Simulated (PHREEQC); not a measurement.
Solution (20 °C): 2.4 mmol/kgw KOH and 92 mmol/kgw KH2PO4. Closed to the air; pH follows from the charge balance.

All values are PHREEQC results (ion-association model, phreeqc.dat), not measurements.

```csv
quantity,before,after
pH,5.31,5.18
ionic strength (mol/kgw),0.0965,0.0966
HPO4-2 (mol/kgw),0.00230,0.00237
KHPO4- (mol/kgw),0.000157,0.000146
```

Task: What was changed between the two runs?
(A) KOH left out
(B) KH2PO4 replaced by K3PO4 at the same molality
(C) KH2PO4 from 0.092 to 0.0828 mol/kgw
(D) 0.017 mol/kgw HF added
(E) temperature from 20 to 75 °C

Result: E, temperature from 20 to 75 °C

This is a speciation only: nothing precipitates in the calculation. Constants without temperature data keep their 25 °C values here.
